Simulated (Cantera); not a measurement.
Input: 1 mol (CH₃)₂SiCl₂, 0.031 mol CH₄, 270 mol H₂, 0.012 mol C₂H₄, held at 113 Torr.

Method: chemical equilibrium by Gibbs-energy minimisation in Cantera with the NASA 1993 tables (ideal gas, pure condensed phases). Candidate condensed phases: C, C₆H₆, C₇H₈, C₈H₁₈, Si, SiC; 109 gas species. The feed counts by its element totals alone. Gases not in the tables: Si₂H₆ and higher silanes. Equilibrium is a limit: real reactors are often held back by kinetics, nucleation or transport.

What share of the Si ends up in condensed phases as a function of T (K), at 1323, 1523, 1723, 1923, 2123, 2323, 2523?


```csv
T (K),Si condensed (%),as
1323,100.0,SiC(s)
1523,100.0,SiC(s)
1723,99.9,SiC(s)
1923,99.6,SiC(s)
2123,95.6,SiC(s)
2323,37.1,SiC(s)
2523,0.0,-
```
